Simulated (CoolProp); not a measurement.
Vapour-liquid equilibrium of propane (1) + dimethyl ether (2) at 37.05 °C; x and y are mole fractions of (1).

Computed with CoolProp (multi-fluid Helmholtz-energy mixture model, Lemmon 2009 and Wu 2011; pair parameters Bell 2016).

```
x     bubble pressure (bar)  y at the bubble point  dew pressure at overall composition x (bar)  liquid density (mol/L)
----  ---------------------  ---------------------  -------------------------------------------  ----------------------
0.05                  8.794                  0.099                                        8.511                   13.71
0.15                  9.753                  0.253                                        9.099                   13.29
0.25                  10.53                  0.369                                        9.734                   12.89
0.35                  11.17                  0.464                                        10.40                   12.52
0.45                  11.69                  0.547                                        11.07                   12.17
0.55                  12.11                  0.624                                        11.70                   11.84
0.65                  12.43                  0.699                                        12.23                   11.54
0.75                  12.67                  0.775                                        12.61                   11.27
0.85                  12.81                  0.857                                        12.80                   11.03
0.95                  12.83                  0.949                                        12.83                   10.81
```

y crosses x between x = 0.85 and 0.95: the model has an azeotrope there.

Pair parameters are fitted to limited data, so mixtures are less certain than the pure fluids.
